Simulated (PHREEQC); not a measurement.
0.31 g of hydrous ferric oxide (600 m²/g; 0.2 weak and 0.005 strong sites per Fe, Dzombak-Morel constants, diffuse double layer) in 1 kg of water with 0.001 mol/kgw of an inert sodium salt and 4.5e-05 mol/kgw H3BO3, at 25 °C; the pH is set by adding NaOH or the inert anion's acid. Oxygen alone is held at its pressure in air (log pO2 = -0.68). CO2 from the air is kept out. No solid was allowed to form.

All values are PHREEQC results (ion-association model, wateq4f.dat), not measurements.

```
pH   B sorbed (%)  surface charge σ (C/m²)  surface potential ψ (mV)
---  ------------  -----------------------  ------------------------
3             0.1                    0.257                       232
3.5           0.1                    0.179                       224
4             0.2                    0.121                       209
4.5           0.2                    0.080                       191
5             0.2                      [?]                       [?]
5.5           0.2                    0.032                       145
6             0.2                    0.019                       119
6.5           0.2                      [?]                        92
7             0.2                    0.006                        64
7.5           0.2                      [?]                       [?]
8             0.2                    0.000                       [?]
8.5           0.2                      [?]                       -23
9             0.1                   -0.004                       -51
```

Q: What belongs in the gaps?

A: 
- 5, surface charge σ (C/m²): 0.051
- 5, surface potential ψ (mV): 169
- 6.5, surface charge σ (C/m²): 0.011
- 7.5, surface charge σ (C/m²): 0.003
- 7.5, surface potential ψ (mV): 35
- 8, surface potential ψ (mV): 6
- 8.5, surface charge σ (C/m²): -0.002

Complexes and solids missing from the database can't appear. The oxide is taken as insoluble; below pH 4 it would dissolve.
